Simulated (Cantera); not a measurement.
An adiabatic, constant-pressure homogeneous reactor starts with CH₄ : O₂ : N₂ = 1 : 0.952 : 3.58 (molar parts), at 1125 K and 0.987 atm.

Cantera simulation using GRI-Mech 3.0 (53 species, 325 reactions); the numbers are that mechanism's predictions, not measurements.

### Question
Predict: time of steepest temperature rise; temperature at 0.400 s; equilibrium temperature; x(O₂) at 0.400 s; x(H) at 0.400 s; x(H₂O) at 0.400 s; x(O) at 0.400 s.

### Answer
- time of steepest temperature rise: 0.212 s
- temperature at 0.400 s: 2152 K
- equilibrium temperature: 2153 K
- x(O₂) at 0.400 s: 3.09e-7 (gas-phase equilibrium 3.09e-7)
- x(H) at 0.400 s: 0.00184 (gas-phase equilibrium 0.00184)
- x(H₂O) at 0.400 s: 0.120 (gas-phase equilibrium 0.120)
- x(O) at 0.400 s: 1.11e-6 (gas-phase equilibrium 1.11e-6)
